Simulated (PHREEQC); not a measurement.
Consider water at 75 °C with 0.003 mol/kgw PbCl2 and 0.061 mol/kgw NaNO3. Closed to the air; pH follows from the charge balance.

The numbers come from PHREEQC with the ion-association model, wateq4f.dat.

```csv
quantity,before,after
pH,5.39,5.34
ionic strength (mol/kgw),0.0678,0.0375
Cl- (mol/kgw),0.00554,0.00543
Pb+2 (mol/kgw),0.00191,0.00202
PbCl+ (mol/kgw),0.000455,0.000571
PbOH+ (mol/kgw),4.38e-6,4.79e-6
SI of Pb(OH)2 (Pb(OH)2),+0.96,+0.97
SI of Litharge (PbO),-3.36,-3.35
```

Question: Name the change that produced these shifts.
A. NaNO3 left out
B. PbCl2 from 0.003 to 0.0006 mol/kgw
C. temperature from 75 to 90 °C
D. NaNO3 from 0.061 to 0.0305 mol/kgw

Answer: D, NaNO3 from 0.061 to 0.0305 mol/kgw

Precipitation was switched off in this run. Some of these states are supersaturated (in Pb(OH)2, for instance). Constants without temperature data keep their 25 °C values here.
